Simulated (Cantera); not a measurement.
Input (Python, Cantera) and output of one run.

```python
import numpy as np
import cantera as ct

gas_names = """
    CL CL2 H HCL H2 Si SiCL SiCL2 SiCL3 SiCL4 SiH SiHCL3 SiH2 SiH2CL2 SiH3 SiH3CL SiH4 Si2 Si3
""".split()
cond_names = """
    Si(cr) Si(L)
""".split()


# ... load() reads the species with a 1 bar reference pressure and builds the phases ...
atoms = {
    'Si': {'Si': 1},
    'Cl2': {'CL': 2},
    'H2': {'H': 2},
}
top_T = {}  # K; cautious upper limits of use, not melting points


# ... equilibrate(T, P, feed) seeds the gas with the atoms and calls Mixture.equilibrate('TP', solver="vcs", rtol=1e-11, max_steps=5000) ...
results = []
feed = {'Si': 1, 'Cl2': 1, 'H2': 17}  # mol
T = 1450  # K
P = 21000  # Pa
mix = equilibrate(T, P, feed)
results.append((T, P, feed, dict(zip(mix.species_names, mix.species_moles))))
x = sorted(zip(gas.X, gas.species_names), reverse=True)
print(f"T = {T:g} K  P = {P:g} Pa  gas = {mix.phase_moles(0):.4g} mol")
print("   x: " + "  ".join(f"{s} {v:.3e}" for v, s in x if v > 0.0001))
print("   condensed (mol): " + ("  ".join(f"{mix.phase(i).name} {mix.phase_moles(i):.4g}"
      for i in range(1, mix.n_phases) if mix.phase_moles(i) > 1e-12) or "none"))
```

Result:

```
T = 1450 K  P = 21000 Pa  gas = 17.95 mol
   x: H2 9.122e-01  HCL 6.841e-02  SiCL2 1.583e-02  SiCL3 1.806e-03  SiHCL3 8.652e-04  SiCL4 7.529e-04  SiH2CL2 1.539e-04
   condensed (mol): Si(cr) 0.6515
```

These are equilibrium values from Cantera (NASA tables, ideal gas, pure condensed phases), not measurements of a reactor. The tables' values for SiCl3 are old estimates; treat these amounts as uncertain.
